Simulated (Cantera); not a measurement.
Cantera run:

```python
import numpy as np
import cantera as ct

gas_names = """
    CL CL2 H HCL H2 Si SiCL SiCL2 SiCL3 SiCL4 SiH SiHCL3 SiH2 SiH2CL2 SiH3 SiH3CL SiH4 Si2 Si3
""".split()
cond_names = """
    Si(cr) Si(L)
""".split()


# ... load() reads the species with a 1 bar reference pressure and builds the phases ...
atoms = {
    'SiCl4': {'Si': 1, 'CL': 4},
    'Cl2': {'CL': 2},
    'H2': {'H': 2},
}
top_T = {}  # K; cautious upper limits of use, not melting points


# ... equilibrate(T, P, feed) seeds the gas with the atoms and calls Mixture.equilibrate('TP', solver="vcs", rtol=1e-11, max_steps=5000) ...
results = []
T = 973  # K
P = 100000  # Pa
for m in [3.3, 7.2, 16, 35, 76, 170, 360, 800]:
    feed = {'SiCl4': 1, 'Cl2': 0.21, 'H2': m}  # mol
    mix = equilibrate(T, P, feed)
    results.append((T, P, feed, dict(zip(mix.species_names, mix.species_moles))))

top = {s: max(r[3][s] / sum(r[3][g] for g in gas_names) for r in results) for s in gas_names}
cols = sorted((s for s in top if top[s] > 0.0001), key=lambda s: -top[s])[:8]
seen = [c for c in cond_names if any(r[3].get(c, 0) > 1e-12 for r in results)]
print("log10 of partial pressures in bar; condensed amounts in mol")
print(f"{'n(H2)':>10s}" + "".join(f"{s[:9]:>10s}" for s in cols + seen))
for T, P, feed, n in results:
    ng = sum(n[g] for g in gas_names)
    print(f"{feed['H2']:10.4g}" + "".join(f"{np.log10(max(n[s] / ng * P / 1e5, 1e-99)):10.3f}" for s in cols)
          + "".join(f"{n.get(c, 0):10.4g}" for c in seen))
```

It prints:

```
log10 of partial pressures in bar; condensed amounts in mol
     n(H2)        H2     SiCL4       HCL    SiHCL3   SiH2CL2     SiCL3    Si(cr)
       3.3    -0.169    -0.671    -0.994    -2.096    -4.502    -3.926         0
       7.2    -0.085    -0.958    -1.230    -2.063    -4.149    -3.935         0
        16    -0.041    -1.301    -1.487    -2.106    -3.892    -4.000         0
        35    -0.020    -1.675    -1.738    -2.208    -3.721    -4.112         0
        76    -0.010    -2.083    -1.984    -2.359    -3.617    -4.269         0
       170    -0.005    -2.551    -2.238    -2.568    -3.566    -4.480         0
       360    -0.003    -3.038    -2.479    -2.812    -3.568    -4.726         0
       800    -0.001    -3.602    -2.671    -3.183    -3.745    -5.097    0.1066
```

These are equilibrium values from Cantera (NASA tables, ideal gas, pure condensed phases), not measurements of a reactor. The tables' values for SiCl3 are old estimates; treat these amounts as uncertain.
